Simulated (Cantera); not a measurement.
NO annealing gas

An isothermal, constant-pressure homogeneous reactor starts with NO : N2 = 0.17 : 5.6 (molar parts), at 2175 K and 13300 Pa.

Model: GRI-Mech 3.0 (53 species, 325 reactions), integrated in Cantera.

```csv
t (s),x NO,x O2,x N2O,x O,x N2,x NO2
4.00e-5,0.0295,4.53e-12,1.70e-8,1.76e-8,0.971,1.07e-11
0.000159,0.0295,7.43e-11,6.39e-8,7.37e-8,0.971,1.38e-10
0.000633,0.0295,1.31e-9,2.06e-7,3.41e-7,0.971,1.25e-9
0.00252,0.0295,2.63e-8,4.13e-7,1.76e-6,0.971,7.98e-9
0.0100,0.0295,5.10e-7,4.55e-7,8.17e-6,0.971,3.91e-8
0.0399,0.0294,8.74e-6,4.54e-7,3.34e-5,0.971,1.60e-7
0.159,0.0291,0.000136,4.45e-7,0.000118,0.971,5.51e-7
0.632,0.0263,0.00142,3.73e-7,0.000273,0.972,1.16e-6
2.51,0.0128,0.00803,1.34e-7,0.000573,0.979,1.21e-6
10.0,0.00332,0.0127,7.48e-8,0.000715,0.983,3.93e-7
```
x: mole fraction; the columns are a selection and need not sum to one.

Equilibrium at this temperature and pressure: NO 0.00329, O2 0.0127, N2O 7.47e-8, O 0.000716, N2 0.983, NO2 3.89e-7 (gas phase only).
